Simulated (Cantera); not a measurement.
Charge: 1 mol Si3N4, 0.14 mol N2O, 97 mol N2, held at 1275 °C and 30.8 Torr.

Equilibrium computed with Cantera from the NASA thermochemical tables; the gas is ideal and each condensed phase is pure. Candidate condensed phases: Si, SiO2, Si2N2O, Si3N4; 16 gas species. Mutual solubility and eutectic melting of coexisting phases are not modelled. Kinetics and transport are ignored.

Base state: N2 1.000 (mole fractions); condensed: Si2N2O(s) + Si3N4(s).

**Question.** What changes in the equilibrium state with this change: Si3N4 replaced by SiC?

**Answer.** 
```csv
species,before,after
N2,1.000,0.999
CO,0,0.000957
SiO,9.30e-6,1.02e-5
"Si2N2O(s), mol",0.139,0.0460
"Si3N4(s), mol",0.907,0
"SiC(s), mol",0,0.907
```
Further candidate phases: C, SiC.
